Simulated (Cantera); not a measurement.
Thermodynamics of silicon oxide and oxynitride deposition, feed TEOS + NO + N2

Charge: 1 mol TEOS, a varied amount of NO, 3.3 mol N2, at 950 K and 2.30 mbar.

Cantera equilibrium calculation (NASA polynomials, part measured and part estimated; ideal gas, pure solids and liquids). Candidate condensed phases: C, C6H6, C7H8, C8H18, H2O, Si, SiC, SiO2, Si2N2O, Si3N4; 151 gas species. The feed counts by its element totals alone. Rates play no part.

| n(NO) (mol) | log p H2 | log p N2 | log p CO | log p CO2 | log p H2O | n C(graphite) | n SiO2(β-quartz) |
|---|---|---|---|---|---|---|---|
| 2.6 | -2.92 | -3.26 | -3.26 | -6.30 | -6.21 | 3.41 | 1.00 |
| 3.7 | -2.96 | -3.25 | -3.20 | -6.18 | -6.19 | 2.31 | 1.00 |
| 4.8 | -2.99 | -3.23 | -3.16 | -6.09 | -6.18 | 1.21 | 1.00 |
| 6 | -3.02 | -3.22 | -3.12 | -6.02 | -6.18 | 0.0155 | 1.00 |
| 7.1 | -3.05 | -3.20 | -3.17 | -4.23 | -4.37 | 0 | 1.00 |
| 8.2 | -3.09 | -3.17 | -3.21 | -3.94 | -4.07 | 0 | 1.00 |
| 9.3 | -3.12 | -3.15 | -3.26 | -3.78 | -3.89 | 0 | 1.00 |
| 10 | -3.14 | -3.14 | -3.30 | -3.71 | -3.81 | 0 | 1.00 |
| 12 | -3.21 | -3.11 | -3.40 | -3.56 | -3.63 | 0 | 1.00 |
log p: log10 of the partial pressure in bar; n: condensed amount in mol.

From 2.6 mol NO to 6 mol NO the condensed part is C(graphite) + SiO2(β-quartz). From 7.1 mol NO to 12 mol NO the condensed part is SiO2(β-quartz).
